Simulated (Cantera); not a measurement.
Feed: 1 mol Pb, 2.5 mol CO, 15 mol H2, at 1973 K and 578 Torr.

Method: chemical equilibrium by Gibbs-energy minimisation in Cantera with the NASA 1993 tables (ideal gas, pure condensed phases). Candidate condensed phases: C, C6H6, C7H8, C8H18, H2O, Pb, PbO, PbO2, Pb3O4; 113 gas species. Equilibrium is a limit: real reactors are often held back by kinetics, nucleation or transport.

Base state: H2 0.809, CO 0.135, Pb 0.0540, H 0.00138, H2O 6.61e-5, CH4 3.83e-5, C2H2 (acetylene) 1.44e-5, Pb2 1.15e-5 (mole fractions); condensed: gas only.

What changes in the equilibrium state with this change: temperature from 1973 K to 1548.15 K?


```tsv
species	before	after
H2	0.809	0.814
CO	0.135	0.135
Pb	0.0540	0.0500
H	0.00138	3.17e-5
C2H2 (acetylene)	1.44e-5	1.34e-6
CH4	3.83e-5	0.000338
CO2	2.46e-6	1.92e-5
Pb(l), mol	0	0.0785
```

What changes in the equilibrium state with this change: temperature from 1973 K to 1600 K?


| species | before | after |
|---|---|---|
| H2 | 0.809 | 0.810 |
| CO | 0.135 | 0.135 |
| Pb | 0.0540 | 0.0540 |
| H | 0.00138 | 5.58e-5 |
| CH4 | 3.83e-5 | 0.000251 |
| C2H2 (acetylene) | 1.44e-5 | 2.06e-6 |
| CO2 | 2.46e-6 | 1.34e-5 |
| H2O | 6.61e-5 | 0.000242 |

What changes in the equilibrium state with this change: 0.077 mol O2 added?


```tsv
species	before	after
H2	0.809	0.802
CO	0.135	0.135
Pb	0.0540	0.0540
H2O	6.61e-5	0.00802
CO2	2.46e-6	0.000300
C2H2 (acetylene)	1.44e-5	<1e-9
CH4	3.83e-5	3.06e-7
H	0.00138	0.00138
```
